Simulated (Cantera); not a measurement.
Input: 1 mol C, 3.7 mol H2O, 48 mol N2, held at 875 K and 0.100 bar.

Cantera equilibrium calculation (NASA polynomials, part measured and part estimated; ideal gas, pure solids and liquids). Equilibrium is a limit: real reactors are often held back by kinetics, nucleation or transport.

```json
[
 {"species": "N2", "before": "0.911", "after": "0.879"},
 {"species": "H", "before": "<1e-9", "after": "0.0336"},
 {"species": "H2", "before": "0.0331", "after": "0.0245"},
 {"species": "H2O", "before": "0.0371", "after": "0.0225"},
 {"species": "CO2", "before": "0.0142", "after": "0.00217"},
 {"species": "CO", "before": "0.00480", "after": "0.0162"},
 {"species": "OH", "before": "<1e-9", "after": "0.00828"},
 {"species": "O", "before": "<1e-9", "after": "0.00720"},
 {"species": "NO", "before": "<1e-9", "after": "0.00406"},
 {"species": "O2", "before": "<1e-9", "after": "0.00267"}
]
```
Gas species are given as mole fractions.

Name the change that produced these shifts.
A) temperature from 875 K to 1825 K
B) H2O from 3.7 to 1.9 mol
C) H2O from 3.7 to 0.75 mol
D) temperature from 875 K to 2748 K

D, temperature from 875 K to 2748 K
